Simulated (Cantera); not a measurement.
Input (Python, Cantera) and output of one run.

```python
import numpy as np
import cantera as ct

gas_names = [...]  # 95 gases of nasa_gas.yaml made of C, F, H
cond_names = """
    C(gr) C6H6(L) C7H8(L) C8H18(L),n-octa
""".split()


# ... load() reads the species with a 1 bar reference pressure and builds the phases ...
atoms = {
    'CF4': {'C': 1, 'F': 4},
    'H2': {'H': 2},
    'CH4': {'C': 1, 'H': 4},
}
top_T = {'C(gr)': 4500}  # K; cautious upper limits of use, not melting points


# ... equilibrate(T, P, feed) seeds the gas with the atoms and calls Mixture.equilibrate('TP', solver="vcs", rtol=1e-11, max_steps=5000) ...
results = []
feed = {'CF4': 1, 'H2': 0.74, 'CH4': 0.00049}  # mol
P = 44000  # Pa
for T in [1175, 1375, 1575, 1775, 1975, 2175, 2375, 2575, 2775, 2975, 3175]:
    mix = equilibrate(T, P, feed)
    results.append((T, P, feed, dict(zip(mix.species_names, mix.species_moles))))

top = {s: max(r[3][s] / sum(r[3][g] for g in gas_names) for r in results) for s in gas_names}
cols = sorted((s for s in top if top[s] > 1e-06), key=lambda s: -top[s])[:8]
seen = [c for c in cond_names if any(r[3].get(c, 0) > 1e-12 for r in results)]
print("log10 of partial pressures in bar; condensed amounts in mol")
print(f"{'T/K':>10s}" + "".join(f"{s[:9]:>10s}" for s in cols + seen))
for T, P, feed, n in results:
    ng = sum(n[g] for g in gas_names)
    print(f"{T:10.4g}" + "".join(f"{np.log10(max(n[s] / ng * P / 1e5, 1e-99)):10.3f}" for s in cols)
          + "".join(f"{n.get(c, 0):10.4g}" for c in seen))
```

Result:

```
log10 of partial pressures in bar; condensed amounts in mol
       T/K        HF         F       CF4       CF2        CF       CF3        C3         H     C(gr)
      1175    -0.510    -8.973    -0.882    -7.513   -14.390    -7.355   -25.755   -11.221     0.371
      1375    -0.510    -6.927    -0.882    -5.696   -11.245    -5.884   -20.367    -9.501     0.371
      1575    -0.510    -5.401    -0.882    -4.348    -8.905    -4.789   -16.364    -8.210    0.3708
      1775    -0.511    -4.217    -0.884    -3.309    -7.098    -3.946   -13.278    -7.203    0.3697
      1975    -0.512    -3.275    -0.891    -2.490    -5.662    -3.280   -10.828    -6.396    0.3631
      2175    -0.520    -2.512    -0.925    -1.838    -4.502    -2.759    -8.839    -5.733    0.3368
      2375    -0.545    -1.898    -1.036    -1.341    -3.561    -2.390    -7.194    -5.177    0.2625
      2575    -0.595    -1.430    -1.331    -1.025    -2.819    -2.231    -5.812    -4.684    0.1346
      2775    -0.651    -1.114    -1.925    -0.928    -2.272    -2.352    -4.635    -4.188   0.07165
      2975    -0.693    -0.919    -2.754    -1.003    -1.879    -2.695    -3.623    -3.672    0.1454
      3175    -0.729    -0.803    -3.693    -1.178    -1.591    -3.155    -2.742    -3.167    0.2135
```

Equilibrium computed with Cantera from the NASA thermochemical tables; the gas is ideal and each condensed phase is pure. The tables' values for C2F4 are old estimates; treat these amounts as uncertain. Gases not in the tables: C2F6 and larger saturated fluorocarbons.
